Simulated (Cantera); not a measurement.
What does this Cantera script print?

```python
import numpy as np
import cantera as ct

gas_names = """
    H HNO HNO2 HNO3 HO2 H2 H2O H2O2 N NH NH2 NH3 NH2OH NO NO2 NO3 N2 N2H2 N2H4 N2O O OH O2 O3 Si SiH
    SiH2 SiH3 SiH4 SiN SiO SiO2 Si2 Si2N Si3
""".split()
cond_names = """
    H2O(s) H2O(L) Si(cr) Si(L) SiO2(Lqz) SiO2(hqz) SiO2(L) Si2N2O(s) Si3N4(a)
""".split()


# ... load() reads the species with a 1 bar reference pressure and builds the phases ...
atoms = {
    'SiH4': {'Si': 1, 'H': 4},
    'N2O': {'N': 2, 'O': 1},
    'N2': {'N': 2},
}
top_T = {'Si2N2O(s)': 2100, 'Si3N4(a)': 2400}  # K; cautious upper limits of use, not melting points


# ... equilibrate(T, P, feed) seeds the gas with the atoms and calls Mixture.equilibrate('TP', solver="vcs", rtol=1e-11, max_steps=5000) ...
results = []
T = 1848  # K
P = 11  # Pa
for m in [18, 25, 34, 47, 65, 90, 120]:
    feed = {'SiH4': 1, 'N2O': 0.25, 'N2': m}  # mol
    mix = equilibrate(T, P, feed)
    results.append((T, P, feed, dict(zip(mix.species_names, mix.species_moles))))

top = {s: max(r[3][s] / sum(r[3][g] for g in gas_names) for r in results) for s in gas_names}
cols = sorted((s for s in top if top[s] > 0.0001), key=lambda s: -top[s])[:5]
seen = [c for c in cond_names if any(r[3].get(c, 0) > 1e-12 for r in results)]
print("log10 of partial pressures in bar; condensed amounts in mol")
print(f"{'n(N2)':>10s}" + "".join(f"{s[:9]:>10s}" for s in cols + seen))
for T, P, feed, n in results:
    ng = sum(n[g] for g in gas_names)
    print(f"{feed['N2']:10.4g}" + "".join(f"{np.log10(max(n[s] / ng * P / 1e5, 1e-99)):10.3f}" for s in cols)
          + "".join(f"{n.get(c, 0):10.4g}" for c in seen))
```

Result:

```
log10 of partial pressures in bar; condensed amounts in mol
     n(N2)        N2        H2        Si         H       SiO
        18    -4.028    -5.024    -5.424    -5.788    -5.891
        25    -4.010    -5.153    -5.545    -5.852    -6.014
        34    -3.997    -5.279    -5.664    -5.915    -6.134
        47    -3.987    -5.416    -5.792    -5.984    -6.264
        65    -3.980    -5.558    -5.924    -6.054    -6.396
        90    -3.974    -5.704    -6.059    -6.127    -6.532
       120    -3.971    -5.836    -6.179    -6.194    -6.653
```

Method: chemical equilibrium by Gibbs-energy minimisation in Cantera with the NASA 1993 tables (ideal gas, pure condensed phases). The tables' values for SiN are old estimates; treat these amounts as uncertain.
